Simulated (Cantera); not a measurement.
**HMDSO + CO2 (silicon oxide and oxynitride deposition)**

Feed: 1 mol HMDSO, 0.37 mol CO2, held at 1198.15 K and 1.00 Torr.

Method: chemical equilibrium by Gibbs-energy minimisation in Cantera with the NASA 1993 tables (ideal gas, pure condensed phases). Candidate condensed phases: C, C6H6, C7H8, C8H18, H2O, Si, SiC, SiO2; 123 gas species. The feed counts by its element totals alone. Mutual solubility and eutectic melting of coexisting phases are not modelled. The tables hold silica as quartz up to 1696 K and as liquid above; real silica turns to tridymite and cristobalite and melts near 1996 K. The numbers say what is thermodynamically allowed, not how fast it happens.

```yaml
x(H2): 0.961
x(CO): 0.0390
x(CH4): 1.97e-5
x(SiO): 1.56e-5
x(H): 5.12e-6
x(H2O): 1.32e-6
n(C(graphite)): 4.69 mol
n(SiC(s)): 1.31 mol
n(SiO2(β-quartz)): 0.687 mol
gas_amount: 9.365 mol
log10 activity of Si(s) (absent): -2.78
```
